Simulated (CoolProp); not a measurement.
Ethanol along the isotherm 620 K: fugacity coefficient from the reference equation and from simpler models built on Tc = 514.7 K, pc = 6.268 MPa, ω = 0.644; each cubic takes its own stable root.

Computed with CoolProp (reference Helmholtz-energy equation of state, Schroeder 2014).

```json
[
 {"p (MPa)": "1.57", "phase": "gas", "reference": "0.9698"},
 {"p (MPa)": "3.13", "phase": "gas", "reference": "0.9402"},
 {"p (MPa)": "4.7", "phase": "gas", "reference": "0.9106"},
 {"p (MPa)": "6.27", "phase": "supercritical", "reference": "0.8812"},
 {"p (MPa)": "7.83", "phase": "supercritical", "reference": "0.8520"},
 {"p (MPa)": "9.4", "phase": "supercritical", "reference": "0.8225"},
 {"p (MPa)": "11", "phase": "supercritical", "reference": "0.7924"},
 {"p (MPa)": "12.5", "phase": "supercritical", "reference": "0.7644"},
 {"p (MPa)": "14.1", "phase": "supercritical", "reference": "0.7349"},
 {"p (MPa)": "15.7", "phase": "supercritical", "reference": "0.7065"}
]
```

**Question.** How far does each simpler model (van der Waals, Soave-Redlich-Kwong, Peng-Robinson) lie from the reference over these 10 states: mean and median of the absolute difference, and the worst?

**Answer.** 
- van der Waals: mean 10.1 %, median 10.3 %, worst -17.3 % at 620 K and 15.7 MPa
- Soave-Redlich-Kwong: mean 1.4 %, median 1.5 %, worst -2.1 % at 620 K and 7.83 MPa
- Peng-Robinson: mean 4.8 %, median 5.5 %, worst -6.3 % at 620 K and 11 MPa
